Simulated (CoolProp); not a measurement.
Aqueous magnesium chloride as a coolant, 13 % by mass, freezing at -13.1 °C, 1 atm.

The numbers come from the Melinder's fits for secondary coolants in CoolProp.

| T (°C) | density (kg/m³) | Prandtl number | conductivity (W/(m K)) | cp (kJ/(kg K)) |
|---|---|---|---|---|
| -6.5 | 1118 | 27.3 | 0.521 | 3.390 |
| -0.9 | ? | 21.9 | 0.531 | 3.403 |
| 4.7 | 1115 | 17.9 | 0.541 | 3.415 |
| 10.2 | 1113 | ? | 0.551 | 3.427 |
| 15.8 | 1112 | 12.4 | 0.561 | 3.438 |
| 21.4 | 1110 | 10.4 | ? | 3.450 |
| 27 | 1107 | 8.69 | 0.580 | 3.461 |
| 32.5 | 1105 | 7.30 | 0.589 | 3.472 |

Question: Some entries are withheld; supply them.

Answer: 
- -0.9, density (kg/m³): 1116
- 10.2, Prandtl number: 14.9
- 21.4, conductivity (W/(m K)): 0.571
